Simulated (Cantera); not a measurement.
Mixture: 15.5 % CH4, 6.67 % H2, 16.3 % O2, 61.6 % N2, at 1.00 atm, adiabatic and at constant pressure. Ignition delay is the time to a rise of 400 K.

Detailed kinetics in Cantera: GRI-Mech 3.0 (53 species, 325 reactions).

Task: Predict: delay at 1048 K; delay at 1148 K; delay at 1248 K; delay at 1348 K; delay at 1448 K; delay at 1548 K; delay at 1648 K; apparent activation energy between 1448 and 1648 K.

Result: 
| Quantity | Value |
|---|---|
| delay at 1048 K | 21.5 ms |
| delay at 1148 K | 8.10 ms |
| delay at 1248 K | 3.19 ms |
| delay at 1348 K | 1.32 ms |
| delay at 1448 K | 0.589 ms |
| delay at 1548 K | 0.287 ms |
| delay at 1648 K | 0.153 ms |
| apparent activation energy between 1448 and 1648 K | 130 kJ/mol |
